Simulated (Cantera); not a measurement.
Mixture: CH4 : H2 : O2 : N2 = 1 : 1.3 : 4.08 : 20 (molar parts), at 16.8 atm, adiabatic and at constant volume. Ignition delay is the time to a rise of 400 K.

Computed with Cantera and GRI-Mech 3.0 (53 species, 325 reactions). The pressure lies above the range GRI-Mech 3.0 was tuned for (to about 10 atm).

Question: What does this change do: CH4 1 to 0.39 parts?

Answer: 
```
quantity                                                before       after
--------------------------------------------------  ----------  ----------
delay at 1100 K                                        1.49 ms     1.84 ms
delay at 1200 K                                       0.231 ms    0.250 ms
delay at 1300 K                                        54.8 µs     37.3 µs
delay at 1400 K                                        21.2 µs     9.79 µs
delay at 1500 K                                        10.5 µs     4.25 µs
delay at 1600 K                                        5.96 µs     2.42 µs
apparent activation energy between 1400 and 1600 K  120 kJ/mol  130 kJ/mol
```
